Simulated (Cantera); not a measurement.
Input: 1 mol Fe2O3, 0.039 mol Cl2, at 748.15 K and 1400 Pa.

Cantera equilibrium calculation (NASA polynomials, part measured and part estimated; ideal gas, pure solids and liquids). Condensed phases not in the tables: FeOCl. Equilibrium is a limit: real reactors are often held back by kinetics, nucleation or transport.

```csv
species,before,after
O2,0.00201,0.980
Cl2,0.995,0.0201
Cl,2.18e-5,3.10e-6
FeCl3,0.00258,7.16e-8
Fe2Cl6,4.98e-5,<1e-9
"Fe2O3(s), mol",1.000,1.00
```
Gas species are given as mole fractions.

Q: Name the change that produced these shifts.
A) 1.9 mol O2 added
B) pressure from 1400 Pa to 9700 Pa
C) temperature from 748.15 K to 825 K
D) temperature from 748.15 K to 1000 K

A: A, 1.9 mol O2 added
